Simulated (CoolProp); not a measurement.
A simple Rankine cycle with methanol: condensing at 308.15 K, boiler at 3.69 MPa, turbine inlet 618.6 K, turbine efficiency 0.9, pump efficiency 0.7, no recuperator. Each further row changes one setting.

Computed with CoolProp (reference Helmholtz-energy equation of state, de Reuck 1993).

```csv
case,thermal efficiency (%),net work (kJ/kg),heat in (kJ/kg),turbine exit temperature (K),volume ratio over the turbine
as stated,28.8,?,1690,328.8,75.1
condensing temperature 300.15 K,?,513,?,311.1,?
boiler pressure 2.58 MPa,27.6,?,1700,?,54.3
turbine efficiency 0.8,?,432,1690,363.6,83.5
```

Some entries are withheld; supply them.


- as stated, net work (kJ/kg): 486
- condensing temperature 300.15 K, thermal efficiency (%): 30.1
- condensing temperature 300.15 K, heat in (kJ/kg): 1710
- condensing temperature 300.15 K, volume ratio over the turbine: 106
- boiler pressure 2.58 MPa, net work (kJ/kg): 469
- boiler pressure 2.58 MPa, turbine exit temperature (K): 347.9
- turbine efficiency 0.8, thermal efficiency (%): 25.6
